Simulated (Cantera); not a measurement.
A closed system holds: 1 mol HMDSO, 0.1 mol H₂O, at 1.00 bar.

These are equilibrium values from Cantera (NASA tables, ideal gas, pure condensed phases), not measurements of a reactor. Candidate condensed phases: C, C₆H₆, C₇H₈, C₈H₁₈, H₂O, Si, SiC, SiO₂; 123 gas species. The feed counts by its element totals alone. Mutual solubility and eutectic melting of coexisting phases are not modelled. The tables hold silica as quartz up to 1696 K and as liquid above; real silica turns to tridymite and cristobalite and melts near 1996 K. Equilibrium is a limit: real reactors are often held back by kinetics, nucleation or transport.

Problem. At 1177 °C, list the 5 most abundant gas species with their mole fractions, and the condensed phases.

Solution. H₂ 0.987, CO 0.00987, CH₄ 0.00322, H₂O 2.43e-5, SiO 1.56e-5. Condensed: C(graphite) + SiC(s) + SiO₂(β-quartz).
